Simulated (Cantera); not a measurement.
Input (Python, Cantera) and output of one run.

```python
import numpy as np
import cantera as ct

gas_names = """
    C CN CO CO2 C2 CCN CNC C2N2 C2O C3 C3O2 C4 C4N2 C5 Cu CuO Cu2 N NCO NO NO2 NO3 N2 N2O O O2 O3
""".split()
cond_names = """
    C(gr) Cu(cr) Cu(L) CuO(s) Cu2O(s) Cu2O(L)
""".split()


def load(file, names, dense=False):
    # The tables refer to 1 bar. Condensed volumes are neglected.
    table = {s.name: s for s in ct.Species.list_from_file(file)}
    out = []
    for n in names:
        d = dict(table[n].input_data)
        d["thermo"] = dict(d["thermo"], **{"reference-pressure": 1e5})
        if dense:
            d["equation-of-state"] = {"model": "constant-volume", "density": "1e6 g/cm^3"}
        out.append(ct.Species.from_dict(d))
    return out


gas = ct.Solution(thermo="ideal-gas", species=load("nasa_gas.yaml", gas_names))
cond = {s.name: ct.Solution(thermo="fixed-stoichiometry", species=[s], name=s.name)
        for s in load("nasa_condensed.yaml", cond_names, dense=True)}
atoms = {
    'Cu2O': {'Cu': 2, 'O': 1},
    'CO': {'C': 1, 'O': 1},
    'N2': {'N': 2},
}
top_T = {'C(gr)': 4500, 'CuO(s)': 1390}  # K; cautious upper limits of use, not melting points


def equilibrate(T, P, feed):
    n = {}
    for name, mol in feed.items():
        for a, k in atoms[name].items():
            n[a] = n.get(a, 0.0) + k * mol
    gas.TPX = T, P, n
    mass = sum(n.values()) * gas.mean_molecular_weight
    gas.equilibrate("TP")
    valid = [c for c in cond.values() if c.min_temp <= T <= top_T.get(c.name, c.max_temp)]
    mix = ct.Mixture([(gas, mass / gas.mean_molecular_weight)] + [(c, 0.0) for c in valid])
    mix.T, mix.P = T, P
    mix.equilibrate("TP", solver="vcs", rtol=1e-11, max_steps=5000)
    return mix


results = []
feed = {'Cu2O': 1, 'CO': 1.5, 'N2': 0.2}  # mol
P = 38000  # Pa
for T in [1298, 1398, 1498, 1598, 1698, 1798, 1898, 1998, 2098, 2198, 2298, 2398]:
    mix = equilibrate(T, P, feed)
    results.append((T, P, feed, dict(zip(mix.species_names, mix.species_moles))))

top = {s: max(r[3][s] / sum(r[3][g] for g in gas_names) for r in results) for s in gas_names}
cols = sorted((s for s in top if top[s] > 0.0001), key=lambda s: -top[s])[:5]
seen = [c for c in cond_names if any(r[3].get(c, 0) > 1e-12 for r in results)]
print("log10 of partial pressures in bar; condensed amounts in mol")
print(f"{'T/K':>10s}" + "".join(f"{s[:9]:>10s}" for s in cols + seen))
for T, P, feed, n in results:
    ng = sum(n[g] for g in gas_names)
    print(f"{T:10.4g}" + "".join(f"{np.log10(max(n[s] / ng * P / 1e5, 1e-99)):10.3f}" for s in cols)
          + "".join(f"{n.get(c, 0):10.4g}" for c in seen))
```

Result:

```
log10 of partial pressures in bar; condensed amounts in mol
       T/K       CO2        CO        Cu        N2        O2    Cu(cr)     Cu(L)
      1298    -0.651    -0.952    -6.822    -1.350   -13.063         2         0
      1398    -0.651    -0.952    -5.887    -1.350   -11.445         0         2
      1498    -0.651    -0.952    -5.100    -1.350   -10.044         0         2
      1598    -0.651    -0.952    -4.413    -1.350    -8.822         0         2
      1698    -0.651    -0.952    -3.810    -1.350    -7.745         0     1.999
      1798    -0.651    -0.952    -3.276    -1.350    -6.789         0     1.998
      1898    -0.652    -0.953    -2.801    -1.351    -5.936         0     1.993
      1998    -0.656    -0.956    -2.374    -1.355    -5.170         0     1.981
      2098    -0.663    -0.963    -1.989    -1.362    -4.479         0     1.952
      2198    -0.679    -0.977    -1.641    -1.377    -3.855         0     1.889
      2298    -0.713    -1.005    -1.324    -1.410    -3.296         0     1.752
      2398    -0.787    -1.057    -1.035    -1.478    -2.816         0     1.433
```

Equilibrium computed with Cantera from the NASA thermochemical tables; the gas is ideal and each condensed phase is pure.
